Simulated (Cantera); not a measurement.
# Equilibrium for silicon epitaxy and polysilicon growth: SiCl4 + Cl2 + H2

Charge: 1 mol SiCl4, 0.1 mol Cl2, 290 mol H2.

These are equilibrium values from Cantera (NASA tables, ideal gas, pure condensed phases), not measurements of a reactor. Candidate condensed phases: Si; 19 gas species. The tables' values for SiCl3 are old estimates. Kinetics and transport are ignored.

**Question.** Map the stable condensed phases over T = 625, 650, 675, 700, 725, 750, 775, 800, 825, 850, 875 °C and P in Pa = 100, 210, 460, 980, 2100, 4500, 9600, 20000, 44000, 94000, 200000.

**Answer.** 
```
T in °C \ P in Pa
            100    210    460    980   2100   4500   9600  20000  44000  94000 200000
    875       A      A      A      A      A      A      A      A      A      A      A
    850       A      A      A      A      A      A      A      A      A      A      A
    825       A      A      A      A      A      A      A      A      A      A      A
    800       A      A      A      A      A      A      A      A      A      A      A
    775       A      A      A      A      A      A      A      A      A      A      A
    750       A      A      A      A      A      A      A      A      A      A      B
    725       A      A      A      A      A      A      A      A      A      A      B
    700       A      A      A      A      A      A      A      A      A      B      B
    675       A      A      A      A      A      A      A      A      B      B      B
    650       A      A      A      A      A      A      A      A      B      B      B
    625       A      A      A      A      A      A      A      B      B      B      B
```
A: Si; B: gas only.
